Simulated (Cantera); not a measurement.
Feed: 1 mol Si3N4, 4.5 mol N2O, 72 mol H2, a varied amount of CO2, equilibrated at 677 °C and 13.3 mbar.

Cantera equilibrium calculation (NASA polynomials, part measured and part estimated; ideal gas, pure solids and liquids). Candidate condensed phases: C, C6H6, C7H8, C8H18, H2O, Si, SiC, SiO2, Si2N2O, Si3N4; 151 gas species. Equilibrium is a limit: real reactors are often held back by kinetics, nucleation or transport.

x: gas mole fraction; n: condensed amount in mol.

```tsv
n(CO2) (mol)	x H2	x N2	x CH4	x CO	x H2O	n SiO2(β-quartz)	n Si2N2O(s)	n C(graphite)
0.025	0.923	0.0771	0.000215	0.000105	1.07e-5	2.03	0.486	0
0.061	0.922	0.0773	[?]	[?]	1.07e-5	2.07	0.466	0
0.097	0.921	0.0776	[?]	[?]	1.07e-5	2.11	0.446	0
0.13	0.921	0.0778	0.00112	0.000549	1.07e-5	2.14	0.428	0
0.17	0.920	0.0781	0.00146	0.000720	1.07e-5	2.19	0.406	0
0.21	0.919	0.0784	0.00180	0.000891	1.07e-5	2.23	0.383	0
0.24	0.919	0.0786	0.00189	0.000935	1.07e-5	2.27	0.365	0.0198
0.28	0.918	0.0789	0.00188	0.000936	1.07e-5	2.32	0.338	0.0597
0.31	0.918	0.0791	0.00188	0.000937	1.07e-5	2.36	0.318	0.0897
0.35	0.918	0.0795	0.00188	0.000938	1.07e-5	2.42	0.291	0.130
```

Task: Fill in the missing entries.

Result: 
- 0.061, x CH4: 0.000525
- 0.061, x CO: 0.000257
- 0.097, x CH4: 0.000834
- 0.097, x CO: 0.000409
